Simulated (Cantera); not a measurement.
Charge: 1 mol CH3F, 0.15 mol H2, held at 0.850 bar.

Cantera equilibrium calculation (NASA polynomials, part measured and part estimated; ideal gas, pure solids and liquids). Candidate condensed phases: C, C6H6, C7H8, C8H18; 95 gas species. The numbers say what is thermodynamically allowed, not how fast it happens.

Over these rows the condensed part is C(graphite). Partial pressures as log10 of bar:

```json
[
 {"T (K)": "1725", "1000/T (1/K)": "0.5797", "log p C2H2 (acetylene)": "-4.38", "log p H2": "-0.34", "log p HF": "-0.40"},
 {"T (K)": "1925", "1000/T (1/K)": "0.5195", "log p C2H2 (acetylene)": "?", "log p H2": "-0.34", "log p HF": "-0.40"},
 {"T (K)": "2125", "1000/T (1/K)": "0.4706", "log p C2H2 (acetylene)": "-3.12", "log p H2": "-0.34", "log p HF": "-0.40"},
 {"T (K)": "2325", "1000/T (1/K)": "0.4301", "log p C2H2 (acetylene)": "-2.66", "log p H2": "-0.35", "log p HF": "-0.40"},
 {"T (K)": "2525", "1000/T (1/K)": "0.3960", "log p C2H2 (acetylene)": "-2.28", "log p H2": "-0.36", "log p HF": "-0.41"},
 {"T (K)": "2725", "1000/T (1/K)": "0.3670", "log p C2H2 (acetylene)": "-1.97", "log p H2": "-0.38", "log p HF": "-0.41"}
]
```

Problem. Fit log p(C2H2 (acetylene)) = a + b·(1000/T) to the five rows, give the apparent enthalpy, and predict the row at 1925 K.

Solution. Means: 1000/T = 0.4487, log p = -2.882. Sxy = -0.311815, Sxx = 0.0274387, so b = -11.36 and a = -2.882 − (-11.36)×0.4487 = 2.22.
Apparent enthalpy: −19.145 × (-11.36) = 217 kJ/mol. With the condensed phases at unit activity, 2 C(graphite) + H2(g) = C2H2 (acetylene)(g) links this pressure to the main gases: over the six rows their terms move log p by -0.04 in all, so the slope is close to that reaction's ΔH°. The five rows lie within 0.02 of the line.
Prediction at 1925 K: 2.22 + (-11.36)×0.5195 = -3.68. The computed value is -3.68, 0.00 from the line.
